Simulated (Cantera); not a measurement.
Feed: 1 mol SiCl4, 0.16 mol C3H8, 5.4 mol H2, 0.02 mol C2H4, equilibrated at 1073.15 K.

Equilibrium computed with Cantera from the NASA thermochemical tables; the gas is ideal and each condensed phase is pure. Candidate condensed phases: C, C6H6, C7H8, C8H18, Si, SiC; 109 gas species. Rates play no part.

**Question.** Which condensed phases are stable at each of these points (P (Pa)): 100, 220, 460, 1000, 2200, 4600, 10000, 22000, 46000, 100000?

**Answer.** 
```json
[
 {"P (Pa)": "100", "condensed phases": "SiC(s)", "Si condensed (%)": "52.0"},
 {"P (Pa)": "220", "condensed phases": "SiC(s)", "Si condensed (%)": "52.0"},
 {"P (Pa)": "460", "condensed phases": "SiC(s)", "Si condensed (%)": "52.0"},
 {"P (Pa)": "1000", "condensed phases": "SiC(s)", "Si condensed (%)": "51.9"},
 {"P (Pa)": "2200", "condensed phases": "C(graphite) + SiC(s)", "Si condensed (%)": "47.4"},
 {"P (Pa)": "4600", "condensed phases": "C(graphite) + SiC(s)", "Si condensed (%)": "40.8"},
 {"P (Pa)": "10000", "condensed phases": "C(graphite) + SiC(s)", "Si condensed (%)": "34.4"},
 {"P (Pa)": "22000", "condensed phases": "C(graphite) + SiC(s)", "Si condensed (%)": "28.6"},
 {"P (Pa)": "46000", "condensed phases": "C(graphite) + SiC(s)", "Si condensed (%)": "23.6"},
 {"P (Pa)": "100000", "condensed phases": "C(graphite) + SiC(s)", "Si condensed (%)": "18.9"}
]
```

From 1.00 mbar to 10.0 mbar the condensed part is SiC(s). From 22.0 mbar to 1.00 bar the condensed part is C(graphite) + SiC(s).
